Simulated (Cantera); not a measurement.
Input: 1 mol N2O, 0.82 mol H2O, 0.1 mol O2, equilibrated at 0.00133 bar.

Equilibrium computed with Cantera from the NASA thermochemical tables; the gas is ideal and each condensed phase is pure. Candidate condensed phases: H2O; 47 gas species. Ions and electrons are included (thermal ionisation). Equilibrium is a limit: real reactors are often held back by kinetics, nucleation or transport.

x: gas mole fraction; nothing condenses.

| T (K) | x O | x N2 | x H | x H2O | x N | x O2 | x OH | x H2 | x NO |
|---|---|---|---|---|---|---|---|---|---|
| 2000 | 0.00889 | 0.404 | 0.00320 | 0.317 | 1.57e-8 | 0.236 | 0.0196 | 0.00517 | 0.00581 |
| 2250 | 0.0462 | 0.379 | 0.0310 | 0.251 | 3.77e-7 | 0.209 | 0.0503 | 0.0233 | 0.00977 |
| 2500 | (withheld) | (withheld) | (withheld) | (withheld) | (withheld) | (withheld) | (withheld) | (withheld) | (withheld) |
| 2750 | 0.310 | 0.244 | 0.293 | 0.0127 | 3.25e-5 | 0.0647 | 0.0409 | 0.0245 | 0.0106 |
| 3000 | 0.398 | 0.219 | 0.340 | 0.000647 | 0.000179 | 0.0165 | 0.0118 | 0.00619 | 0.00706 |
| 3250 | 0.423 | 0.214 | 0.349 | 3.65e-5 | 0.000782 | 0.00381 | 0.00320 | 0.00158 | 0.00444 |
| 3500 | 0.429 | 0.212 | 0.351 | (withheld) | (withheld) | (withheld) | (withheld) | (withheld) | (withheld) |
| 3750 | 0.429 | 0.209 | 0.350 | 3.10e-7 | 0.00841 | 0.000311 | 0.000349 | 0.000163 | 0.00196 |
| 4000 | 0.427 | 0.201 | 0.348 | 4.35e-8 | 0.0218 | 0.000110 | 0.000139 | 6.36e-5 | 0.00136 |
| 4250 | 0.422 | 0.184 | 0.343 | 7.46e-9 | 0.0493 | 4.31e-5 | 6.05e-5 | 2.73e-5 | 0.000958 |
| 4500 | 0.412 | 0.155 | 0.335 | 1.50e-9 | 0.0971 | 1.83e-5 | 2.81e-5 | 1.25e-5 | 0.000659 |
| 4750 | 0.397 | 0.114 | 0.323 | 3.41e-10 | 0.165 | 8.24e-6 | 1.37e-5 | 6.05e-6 | 0.000429 |
| 5000 | 0.381 | 0.0693 | 0.310 | 8.77e-11 | 0.239 | 3.95e-6 | 7.09e-6 | 3.09e-6 | 0.000259 |

Problem. Some entries are withheld; supply them.

Solution. 
- 3500, x H2O: 2.88e-6
- 3500, x N: 0.00280
- 3500, x O2: 0.00101
- 3500, x OH: 0.000987
- 3500, x H2: 0.000471
- 3500, x NO: 0.00288
- 2500, x O: 0.154
- 2500, x N2: 0.313
- 2500, x H: 0.146
- 2500, x H2O: 0.107
- 2500, x N: 4.48e-6
- 2500, x O2: 0.150
- 2500, x OH: 0.0721
- 2500, x H2: 0.0452
- 2500, x NO: 0.0122
